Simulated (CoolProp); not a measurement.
Vapour-liquid equilibrium of propylene (1) + isobutane (2) at 0.222 bar; x and y are mole fractions of (1).

Values from CoolProp's multi-fluid Helmholtz-energy mixture model, Lemmon 2013 and Bücker 2006; pair parameters Bell 2016.

```json
[
 {"x": "0.05", "bubble temperature, mixture model (K)": "223.3", "bubble temperature, Raoult's law (K)": "224.6", "y, mixture model": "0.271", "y, Raoult's law": "0.219"},
 {"x": "0.2", "bubble temperature, mixture model (K)": "216.4", "bubble temperature, Raoult's law (K)": "216.4", "y, mixture model": "0.566", "y, Raoult's law": "0.591"},
 {"x": "0.35", "bubble temperature, mixture model (K)": "212.7", "bubble temperature, Raoult's law (K)": "210.6", "y, mixture model": "0.702", "y, Raoult's law": "0.769"},
 {"x": "0.5", "bubble temperature, mixture model (K)": "209.2", "bubble temperature, Raoult's law (K)": "206.3", "y, mixture model": "0.814", "y, Raoult's law": "0.866"},
 {"x": "0.65", "bubble temperature, mixture model (K)": "205.3", "bubble temperature, Raoult's law (K)": "202.8", "y, mixture model": "0.907", "y, Raoult's law": "0.926"},
 {"x": "0.8", "bubble temperature, mixture model (K)": "201.3", "bubble temperature, Raoult's law (K)": "200.0", "y, mixture model": "0.969", "y, Raoult's law": "0.966"},
 {"x": "0.95", "bubble temperature, mixture model (K)": "197.8", "bubble temperature, Raoult's law (K)": "197.6", "y, mixture model": "0.996", "y, Raoult's law": "0.993"}
]
```

The largest gap from Raoult's law is +2.9 K in bubble temperature, at x = 0.5. No azeotrope shows between x = 0.05 and 0.95.

The pair parameters rest on a limited set of measurements; away from them the model extrapolates. The gap from Raoult's law changes sign with composition, which may be real or a fault of the pair parameters; it wasn't checked against measurements.
